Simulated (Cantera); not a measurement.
Charge: 1 mol SO2, 3.7 mol H2O, 0.3 mol O2, equilibrated at 1473 K and 0.0940 bar.

Cantera equilibrium calculation (NASA polynomials, part measured and part estimated; ideal gas, pure solids and liquids). Candidate condensed phases: H2O, H2SO4, S; 19 gas species. Equilibrium is a limit: real reactors are often held back by kinetics, nucleation or transport.

Base state: H2O 0.740, SO2 0.199, O2 0.0596, SO3 0.000642, OH 0.000221, H2 1.29e-5 (mole fractions); condensed: gas only.

### Question
What changes in the equilibrium state with this change: temperature from 1473 K to 3373 K?

### Answer
```
species    before     after
-------  --------  --------
H         1.48e-7     0.382
O         2.22e-6     0.273
OH       0.000221    0.0867
H2O         0.740    0.0379
S           <1e-9    0.0293
SO        6.00e-7    0.0474
H2        1.29e-5    0.0714
SO2         0.199    0.0144
O2         0.0596    0.0561
SH          <1e-9   0.00154
S2          <1e-9  0.000181
H2S         <1e-9   1.90e-5
```
